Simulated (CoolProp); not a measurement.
Computed with CoolProp (reference Helmholtz-energy equation of state, Jacobsen 1992).

### Question
For R11, give the phase and the speed of sound (m/s) at 383.5 K and 1.01 bar; 406.8 K and 1.01 bar; 418.4 K and 1.01 bar.

### Answer
- 383.5 K and 1.01 bar: gas; speed of sound 158
- 406.8 K and 1.01 bar: gas; speed of sound 163
- 418.4 K and 1.01 bar: gas; speed of sound 166
